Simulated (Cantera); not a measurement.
Feed: 1 mol MgSO4, 2 mol H2, 6.6 mol O2, at 998.15 K and 0.000840 bar.

Method: chemical equilibrium by Gibbs-energy minimisation in Cantera with the NASA 1993 tables (ideal gas, pure condensed phases). Candidate condensed phases: H2O, H2SO4, Mg, MgO, Mg(OH)2, MgS, MgSO4, S; 26 gas species. Rates play no part.

Base state: O2 0.670, H2O 0.220, SO2 0.106, SO3 0.00462 (mole fractions); condensed: MgO(s).

**Question.** What changes in the equilibrium state with this change: MgSO4 replaced by Mg(OH)2?

**Answer.** 
```
species       before  after
-----------  -------  -----
O2             0.670  0.651
H2O            0.220  0.349
SO2            0.106      0
SO3          0.00462      0
MgO(s), mol     1.00   1.00
```

**Question.** What changes in the equilibrium state with this change: temperature from 998.15 K to 923 K?

**Answer.** 
| species | before | after |
|---|---|---|
| O2 | 0.670 | 0.735 |
| H2O | 0.220 | 0.262 |
| SO2 | 0.106 | 0.00310 |
| SO3 | 0.00462 | 0.000371 |
| MgO(s), mol | 1.00 | 0.0265 |
| MgSO4(s), mol | 0 | 0.973 |
